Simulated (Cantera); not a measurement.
# Equilibrium for chemical vapour transport: TiO₂ + Cl₂ + H₂

A closed system holds: 1 mol TiO₂, 1.8 mol Cl₂, 0.083 mol H₂, at 10.0 Torr.

Method: chemical equilibrium by Gibbs-energy minimisation in Cantera with the NASA 1993 tables (ideal gas, pure condensed phases). Candidate condensed phases: H₂O, Ti, TiCl₂, TiCl₃, TiCl₄, TiO, TiO₂, Ti₂O₃, Ti₃O₅, Ti₄O₇; 23 gas species. Condensed phases not in the tables: TiOCl. The numbers say what is thermodynamically allowed, not how fast it happens.

```csv
T (K),log p Cl₂,log p Cl,log p HCl,log p TiCl₄,log p O₂,log p ClO,log p TiOCl₂,log p TiCl₃,n TiO₂(rutile)
950,-1.92,-4.71,-2.93,-5.29,-5.29,-8.50,-13.57,-12.90,0.999
1000,-1.92,-4.37,-2.93,-5.05,-5.05,-8.10,-12.62,-12.04,0.999
1050,-1.92,-4.06,-2.93,-4.83,-4.83,-7.74,-11.76,-11.27,0.998
1100,-1.92,-3.78,-2.93,-4.63,-4.63,-7.41,-10.97,-10.58,0.997
1150,-1.93,-3.53,-2.93,-4.46,-4.46,-7.12,-10.26,-9.94,0.995
1200,-1.94,-3.29,-2.94,-4.30,-4.30,-6.85,-9.61,-9.36,0.993
1250,-1.95,-3.08,-2.94,-4.16,-4.16,-6.61,-9.02,-8.83,0.990
1300,-1.97,-2.89,-2.95,-4.04,-4.04,-6.39,-8.48,-8.34,0.986
1350,-2.00,-2.72,-2.96,-3.93,-3.93,-6.20,-7.98,-7.90,0.982
1400,-2.03,-2.56,-2.98,-3.85,-3.85,-6.04,-7.52,-7.49,0.978
1450,-2.08,-2.43,-3.00,-3.79,-3.79,-5.90,-7.11,-7.12,0.973
1500,-2.15,-2.31,-3.02,-3.75,-3.75,-5.79,-6.73,-6.78,0.969
1550,-2.23,-2.21,-3.04,-3.74,-3.74,-5.71,-6.39,-6.48,0.966
```
log p: log10 of the partial pressure in bar; n: condensed amount in mol.

From 950 K to 1550 K the condensed part is TiO₂(rutile). The main Ti-bearing gas is TiCl₄ throughout.
